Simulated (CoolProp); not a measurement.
Properties of cis-2-butene at several states.

Model: reference Helmholtz-energy equation of state, Lemmon 2005, in CoolProp. It is a short technical equation, of lower accuracy than the large ones.

| T (°C) | p (MPa) | phase | Z | cp (kJ/(kg K)) | speed of sound (m/s) | expansivity (1/kK) | fugacity coefficient |
|---|---|---|---|---|---|---|---|
| 35.65 | 0.162 | gas | 0.9561 | 1.553 | 217.7 | 3.793 | 0.9579 |
| -33.75 | 0.351 | liquid | 0.01452 | 2.046 | 1306 | 1.553 | 0.05307 |
| 33.65 | 0.154 | gas | 0.9573 | 1.544 | 217.3 | 3.802 | 0.9591 |
| -29.85 | 0.0174 | gas | 0.9888 | 1.269 | 200.7 | 4.299 | 0.9889 |
| -121.95 | 7.86 | liquid | 0.4522 | 1.997 | 1864 | 1.317 | 1.083e-6 |
